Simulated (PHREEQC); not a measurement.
Dissolve 0.44 mol CuCl2, 1.3 mol HNO3 and 0.53 mol KCl per kg of water at 25 °C. Closed to the air; pH follows from the charge balance.

The numbers come from PHREEQC with the ion-association model, phreeqc.dat.

Each row changes one thing in this solution. No solid was allowed to form.

```
case                                pH  ionic strength (mol/kgw)  Cl- (mol/kgw)  Cu+2 (mol/kgw)  CuCl+ (mol/kgw)  CuCl2 (mol/kgw)  SI of Sylvite (KCl)
--------------------------------  ----  ------------------------  -------------  --------------  ---------------  ---------------  -------------------
as made                           0.03                      2.79           1.22           0.270            0.153           0.0165                -1.58
diluted 100-fold with water       1.95                    0.0313         0.0140         0.00431          8.76e-5          4.66e-7                -5.18
diluted 5-fold with water         0.70                     0.603          0.268          0.0746           0.0127         0.000648                -2.84
KCl from 0.53 to 0.106 mol/kgw    0.03                      2.45          0.844           0.308            0.122          0.01000                -2.43
CuCl2 from 0.44 to 0.044 mol/kgw  0.03                      1.94          0.607          0.0334          0.00989         0.000675                -1.87
temperature from 25 to 60 °C      0.04                      2.50           1.06           0.131            0.273           0.0363                -1.82
```

The ionic strength passes 0.7 mol/kgw, the rough limit of the ion-association models, in as made; KCl from 0.53 to 0.106 mol/kgw; CuCl2 from 0.44 to 0.044 mol/kgw; temperature from 25 to 60 °C. Away from 25 °C the constants follow the database's enthalpies or fits; those with neither stay at their 25 °C values.
